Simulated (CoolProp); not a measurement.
R141b at several states: density (kg/m³) from the reference equation and from simpler models built on Tc = 477.5 K, pc = 42.12 bar, ω = 0.220; each cubic takes its own stable root.

Computed with CoolProp (reference Helmholtz-energy equation of state, Lemmon 2006). It is a short technical equation, of lower accuracy than the large ones.

| T (K) | p (bar) | phase | reference |
|---|---|---|---|
| 349.1 | 0.246 | gas | 0.9966 |
| 292.1 | 40.6 | liquid | 1253 |
| 413.9 | 165 | liquid | 1052 |
| 331.1 | 5.77 | liquid | 1169 |

Q: How far does each simpler model (van der Waals, Redlich-Kwong, Soave-Redlich-Kwong, Peng-Robinson) lie from the reference over these 4 states: mean and median of the absolute difference, and the worst?

A: 
- van der Waals: mean 42.0 %, median 35.0 %, worst -97.7 % at 331.1 K and 5.77 bar
- Redlich-Kwong: mean 7.5 %, median 9.3 %, worst -11.5 % at 331.1 K and 5.77 bar
- Soave-Redlich-Kwong: mean 5.9 %, median 7.5 %, worst -8.5 % at 331.1 K and 5.77 bar
- Peng-Robinson: mean 2.9 %, median 3.8 %, worst +4.3 % at 413.9 K and 165 bar

At some of these states van der Waals gives the other phase, because its saturation line lies elsewhere.
